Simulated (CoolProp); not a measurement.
Model: reference Helmholtz-energy equation of state, McLinden 2015, in CoolProp.

**Question.** For the fluoroketone C6F12O (FK-5-1-12), give the phase and the density (kg/m³), cp (kJ/(kg K)), speed of sound (m/s), Joule-Thomson coefficient (K/MPa) at 58.55 °C and 0.481 bar.

**Answer.** 
- 58.55 °C and 0.481 bar: gas; density 5.66, cp 0.896, speed of sound 92.5, Joule-Thomson coefficient 20.6
